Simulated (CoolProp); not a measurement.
CH3F (R41) at 298.15 K and 14.5 MPa is throttled through a valve to 6.64 MPa with no heat exchange. Each further row changes one setting.

The numbers come from the reference Helmholtz-energy equation of state, Lemmon 2006 in CoolProp. It is a short technical equation, of lower accuracy than the large ones.

```
case                      temperature change (K)                       final phase  final density (kg/m³)
------------------------  ----------------------  --------------------------------  ---------------------
as stated                                    [?]                            liquid                    [?]
outlet pressure 1.99 MPa                     [?]  two-phase, vapour fraction 0.171                    [?]
outlet pressure 8.63 MPa                     [?]                            liquid                    [?]
```

**Question.** What belongs in the gaps?

**Answer.** 
- as stated, temperature change (K): -2.9
- as stated, final density (kg/m³): 623
- outlet pressure 1.99 MPa, temperature change (K): -25.9
- outlet pressure 1.99 MPa, final density (kg/m³): 187
- outlet pressure 8.63 MPa, temperature change (K): -1.9
- outlet pressure 8.63 MPa, final density (kg/m³): 634
